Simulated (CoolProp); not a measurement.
Properties of CH3F (R41) at several states.

Model: reference Helmholtz-energy equation of state, Lemmon 2006, in CoolProp. It is a short technical equation, of lower accuracy than the large ones.

| T (°C) | p (MPa) | phase | Z | Joule-Thomson coefficient (K/MPa) | expansivity (1/kK) |
|---|---|---|---|---|---|
| 134.25 | 0.541 | gas | 0.9843 | 7.488 | 2.591 |
| -83.05 | 9.36 | liquid | 0.2234 | -0.3237 | 2.136 |
| -37.35 | 0.0503 | gas | 0.9906 | 38.52 | 4.392 |
